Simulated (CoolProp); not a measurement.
Vapour-liquid equilibrium of n-heptane (1) + n-dodecane (2) at 49.65 °C; x and y are mole fractions of (1).

Model: multi-fluid Helmholtz-energy mixture model, Span 2003 and Lemmon 2004; pair parameters Bell 2016, in CoolProp.

| x | bubble pressure (MPa) | y at the bubble point | dew pressure at overall composition x (MPa) | liquid density (mol/L) |
|---|---|---|---|---|
| 0.05 | 0.001014 | 0.892 | 0.0001210 | 4.351 |
| 0.2 | 0.003908 | 0.976 | 0.0001435 | 4.608 |
| 0.35 | 0.006875 | 0.989 | 0.0001763 | 4.892 |
| 0.5 | 0.009735 | 0.994 | 0.0002285 | 5.207 |
| 0.65 | 0.01244 | 0.997 | 0.0003247 | 5.560 |
| 0.8 | 0.01504 | 0.998 | 0.0005609 | 5.957 |
| 0.95 | 0.01769 | 1.000 | 0.002061 | 6.407 |

No azeotrope shows between x = 0.05 and 0.95.

The pair parameters rest on a limited set of measurements; away from them the model extrapolates. The gap from Raoult's law changes sign with composition, which may be real or a fault of the pair parameters; it wasn't checked against measurements.
